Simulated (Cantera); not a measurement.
Charge: 1 mol Si, 1.5 mol Cl2, 16 mol H2, held at 1773 K and 110000 Pa.

These are equilibrium values from Cantera (NASA tables, ideal gas, pure condensed phases), not measurements of a reactor. Candidate condensed phases: Si; 19 gas species. The tables' values for SiCl3, SiCl are old estimates; treat these amounts as uncertain. Gases not in the tables: Si2H6 and higher silanes. Rates play no part.

Base state: H2 0.868, HCl 0.0954, SiCl2 0.0337, SiCl3 0.00206, SiHCl3 0.000457, H 0.000253, SiCl4 0.000215, SiH2Cl2 0.000175 (mole fractions); condensed: Si(l).

Q: What changes in the equilibrium state with this change: Cl2 from 1.5 to 0.6 mol?

A: 
| species | before | after |
|---|---|---|
| H2 | 0.868 | 0.938 |
| HCl | 0.0954 | 0.0523 |
| SiCl2 | 0.0337 | 0.00936 |
| SiCl4 | 0.000215 | 1.65e-5 |
| SiCl3 | 0.00206 | 0.000302 |
| SiHCl3 | 0.000457 | 6.95e-5 |
| SiH2Cl2 | 0.000175 | 5.25e-5 |
| Si(l), mol | 0.359 | 0.836 |
